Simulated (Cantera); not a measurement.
A perfectly stirred reactor is fed with C3H8 : H2 = 1 : 1.7 (molar parts), at 0.000360 bar; it is held at 1150 K, and followed from long to short residence time.

Model: GRI-Mech 3.0 (53 species, 325 reactions), integrated in Cantera. GRI-Mech 3.0 was tuned for natural gas; its chemistry of propane as a main component is partial and can be far from experiment. GRI-Mech 3.0 stops at C3 and has no aromatics, soot or wall deposition, so with more carbon than oxygen in the feed, carbon stays in small species such as C2H2 where larger ones or solid carbon would form. Radical loss at walls, strong at low pressure, is not modelled.

```tsv
quantity	before	after
x(C3H8) at τ = 7.70 s	0.0258	0.00322
x(H2) at τ = 7.70 s	0.495	0.501
x(C2H4) at τ = 7.70 s	0.200	0.163
x(CH4) at τ = 7.70 s	0.237	0.250
x(C2H) at τ = 7.70 s	6.58e-10	5.28e-11
x(C3H8) at τ = 75.0 ms	0.353	0.130
x(H2) at τ = 75.0 ms	0.622	0.527
x(C2H4) at τ = 75.0 ms	0.0118	0.171
x(CH4) at τ = 75.0 ms	0.0103	0.163
x(C2H) at τ = 75.0 ms	<1e-12	4.12e-12
```

**Question.** What was changed between the two runs?
A. temperature 1150 to 1050 K
B. pressure from 0.000360 bar to 0.0720 bar
C. temperature 1150 to 1973 K
D. H2 1.7 to 6.3 parts

**Answer.** B, pressure from 0.000360 bar to 0.0720 bar
